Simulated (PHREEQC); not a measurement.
A solution holds 0.2 mmol/kgw PbCl2, 110 mmol/kgw HNO3 and 8.5 mmol/kgw Cu(NO3)2, at 25 °C. Closed to the air; pH follows from the charge balance.

The numbers come from PHREEQC with the ion-association model, phreeqc.dat.

This is a speciation only: nothing precipitates in the calculation.

Question: Order these Pb species by the share of Pb that they hold, largest first: PbNO3+, Pb+2, PbCl+.

Answer: Pb+2 (62 %), PbNO3+ (38 %), PbCl+ (0.32 %)

The pH is 1.05 and the ionic strength 0.136 mol/kgw. Species that the database lacks are ignored.
